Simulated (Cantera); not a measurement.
Cantera run, input and output.

```python
import numpy as np
import cantera as ct

gas = ct.Solution("gri30.yaml")
gas.TPX = 1325, 1000000, {'CH4': 1, 'CO2': 1.9, 'H2': 0.15}
inlet = ct.Reservoir(gas, clone=True)

reactor = ct.IdealGasConstPressureReactor(gas, energy="off", clone=False)
exhaust = ct.Reservoir(gas, clone=True)
tau = [15, 5.8, 2.2, 0.84, 0.32, 0.12, 0.046, 0.017, 0.0066, 0.0025, 0.00095][0]
for a, b in ((inlet, reactor), (reactor, exhaust)):
    ct.MassFlowController(a, b, mdot=lambda t: reactor.mass / tau)
net = ct.ReactorNet([reactor])
show = ['CH4', 'CO2', 'H2', 'C2H4', 'H']

rows = []
print(f"{'tau/s':>10s}{'T/K':>9s}" + "".join(f"{s:>11s}" for s in show))
for tau in [15, 5.8, 2.2, 0.84, 0.32, 0.12, 0.046, 0.017, 0.0066, 0.0025, 0.00095]:
    net.initial_time = 0.0
    net.advance(30 * tau)
    before = gas.X
    net.advance(40 * tau)
    drift = np.max(np.abs(gas.X - before) / (gas.X + 1e-9))
    rows.append([gas.T, *gas[show].X, drift])
    print(f"{tau:10.3e}{gas.T:9.1f}" + "".join(f"{x:11.3e}" for x in gas[show].X))
```

Result:

```
     tau/s      T/K        CH4        CO2         H2       C2H4          H
 1.500e+01   1325.0  1.852e-01  4.129e-01  4.835e-02  2.540e-02  8.490e-08
 5.800e+00   1325.0  2.317e-01  4.864e-01  4.518e-02  1.824e-02  6.159e-08
 2.200e+00   1325.0  2.811e-01  5.590e-01  4.751e-02  9.677e-03  5.164e-08
 8.400e-01   1325.0  3.083e-01  5.979e-01  4.923e-02  4.476e-03  4.718e-08
 3.200e-01   1325.0  3.203e-01  6.138e-01  4.924e-02  1.966e-03  4.423e-08
 1.200e-01   1325.0  3.251e-01  6.198e-01  4.907e-02  7.805e-04  4.188e-08
 4.600e-02   1325.0  3.268e-01  6.219e-01  4.907e-02  2.557e-04  3.914e-08
 1.700e-02   1325.0  3.275e-01  6.226e-01  4.912e-02  5.846e-05  3.541e-08
 6.600e-03   1325.0  3.277e-01  6.228e-01  4.916e-02  1.140e-05  3.205e-08
 2.500e-03   1325.0  3.278e-01  6.229e-01  4.917e-02  2.040e-06  2.950e-08
 9.500e-04   1325.0  3.278e-01  6.229e-01  4.918e-02  3.988e-07  2.706e-08
```

Detailed kinetics in Cantera: GRI-Mech 3.0 (53 species, 325 reactions).
